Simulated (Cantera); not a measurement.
Input: 1 mol AlCl₃, 1.5 mol H₂O, 43 mol N₂, held at 44.0 Pa.

Equilibrium computed with Cantera from the NASA thermochemical tables; the gas is ideal and each condensed phase is pure. Candidate condensed phases: Al, AlCl₃, AlN, Al₂O₃, H₂O, NH₄Cl; 45 gas species. The tables' values for AlCl₂ are old estimates; treat these amounts as uncertain. Equilibrium is a limit: real reactors are often held back by kinetics, nucleation or transport. All values below are at 2098 K.

Base state: N₂ 0.912, Cl 0.0331, HCl 0.0290, H 0.0139, H₂ 0.00891, H₂O 0.00135, AlCl 0.00122, O 0.000277 (mole fractions); condensed: Al₂O₃(s).

**Question.** What changes in the equilibrium state with this change: H₂O from 1.5 to 2.6 mol?

**Answer.** 
| species | before | after |
|---|---|---|
| N₂ | 0.912 | 0.887 |
| HCl | 0.0290 | 0.0317 |
| Cl | 0.0331 | 0.0301 |
| H₂O | 0.00135 | 0.0154 |
| H₂ | 0.00891 | 0.0129 |
| H | 0.0139 | 0.0167 |
| AlOCl | 0.000256 | 8.30e-5 |
| O₂ | 1.79e-5 | 0.00109 |
| AlCl₂ | 2.29e-5 | 8.64e-7 |
| Al₂O₃(s), mol | 0.464 | 0.496 |

**Question.** What changes in the equilibrium state with this change: H₂O from 1.5 to 4.6 mol?

**Answer.** 
```tsv
species	before	after
N₂	0.912	0.845
H₂O	0.00135	0.0423
HCl	0.0290	0.0330
H₂	0.00891	0.0189
H	0.0139	0.0202
Cl	0.0331	0.0259
AlOCl	0.000256	5.21e-5
O₂	1.79e-5	0.00391
AlCl₂	2.29e-5	2.47e-7
Al₂O₃(s), mol	0.464	0.498
```
